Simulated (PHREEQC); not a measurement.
# Reverse-osmosis permeate: an equilibrium model

Synthetic water in mmol/kgw, 25 °C, pH 6.21, pe 11.9:

```tsv
constituent	mmol/kgw
Na	0.0884
K	0.0266
Ca	0.0347
Mg	0.01
Cl	0.104
S(6)	0.00854
Alkalinity (meq/kgw)	0.0811
N(5)	0.00511
Si	0.00102
Ni	0.000269
```

Valence states are taken as typed.

The numbers come from PHREEQC with the ion-association model, wateq4f.dat.

No solid was allowed to form.

Q: Predict the charge-balance error.

A: charge-balance error -0.6 %.

Q: In which forms is C present?

A: CO2 58 %, HCO3- 42 % of the C.

Complexes and solids missing from the database can't appear.
